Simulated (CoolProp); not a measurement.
C2F6 (R116) along the isobar 723 kPa: density (kg/m³) from the reference equation and from simpler models built on Tc = 293.0 K, pc = 3048 kPa, ω = 0.257; each cubic takes its own stable root.

Model: reference Helmholtz-energy equation of state, Lemmon 2006, in CoolProp. It is a short technical equation, of lower accuracy than the large ones.

```json
[
 {"T (K)": "185.4", "phase": "liquid", "reference": "1650"},
 {"T (K)": "205.4", "phase": "liquid", "reference": "1561"},
 {"T (K)": "225.3", "phase": "liquid", "reference": "1463"},
 {"T (K)": "245.3", "phase": "gas", "reference": "58.85"},
 {"T (K)": "265.3", "phase": "gas", "reference": "51.58"},
 {"T (K)": "285.2", "phase": "gas", "reference": "46.41"},
 {"T (K)": "305.2", "phase": "gas", "reference": "42.39"},
 {"T (K)": "325.2", "phase": "gas", "reference": "39.14"},
 {"T (K)": "345.1", "phase": "gas", "reference": "36.44"},
 {"T (K)": "365.1", "phase": "gas", "reference": "34.12"},
 {"T (K)": "385.1", "phase": "gas", "reference": "32.11"},
 {"T (K)": "405", "phase": "gas", "reference": "30.36"},
 {"T (K)": "425", "phase": "gas", "reference": "28.80"}
]
```

How far does each simpler model (van der Waals, Redlich-Kwong, Soave-Redlich-Kwong, Peng-Robinson) lie from the reference over these 13 states: mean and median of the absolute difference, and the worst?


- van der Waals: mean 14.0 %, median 0.8 %, worst -95.7 % at 225.3 K and 723 kPa
- Redlich-Kwong: mean 2.5 %, median 0.7 %, worst -9.9 % at 225.3 K and 723 kPa
- Soave-Redlich-Kwong: mean 1.2 %, median 0.1 %, worst -5.5 % at 225.3 K and 723 kPa
- Peng-Robinson: mean 2.4 %, median 0.9 %, worst +8.2 % at 185.4 K and 723 kPa

At some of these states van der Waals gives the other phase, because its saturation line lies elsewhere.
